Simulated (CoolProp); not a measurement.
A closed Brayton cycle with carbon dioxide: compressor inlet 324.15 K and 10 MPa, high pressure 32.8 MPa, turbine inlet 860 K, compressor efficiency 0.85, turbine efficiency 0.85, recuperator effectiveness 0.8 (on enthalpy, no pinch check). Each further row changes one setting.

Values from CoolProp's reference Helmholtz-energy equation of state, Span 1996.

```json
[
 {"case": "as stated", "thermal efficiency (%)": "30.1", "net work (kJ/kg)": "99.3", "compressor to turbine work": "0.35", "compressor exit (K)": "402.1", "turbine exit (K)": "721.9"},
 {"case": "turbine inlet 810 K", "thermal efficiency (%)": "28.8", "net work (kJ/kg)": "89.1", "compressor to turbine work": "0.37", "compressor exit (K)": "402.1", "turbine exit (K)": "676.5"},
 {"case": "compressor inlet 334.15 K", "thermal efficiency (%)": "28.6", "net work (kJ/kg)": "88.0", "compressor to turbine work": "0.42", "compressor exit (K)": "429.5", "turbine exit (K)": "721.9"},
 {"case": "high pressure 27.9 MPa", "thermal efficiency (%)": "28.7", "net work (kJ/kg)": "(withheld)", "compressor to turbine work": "0.33", "compressor exit (K)": "(withheld)", "turbine exit (K)": "740.1"},
 {"case": "recuperator effectiveness 0.5", "thermal efficiency (%)": "(withheld)", "net work (kJ/kg)": "99.3", "compressor to turbine work": "0.35", "compressor exit (K)": "402.1", "turbine exit (K)": "721.9"}
]
```

What belongs in the gaps?


- high pressure 27.9 MPa, net work (kJ/kg): 89.8
- high pressure 27.9 MPa, compressor exit (K): 391.0
- recuperator effectiveness 0.5, thermal efficiency (%): 22.4
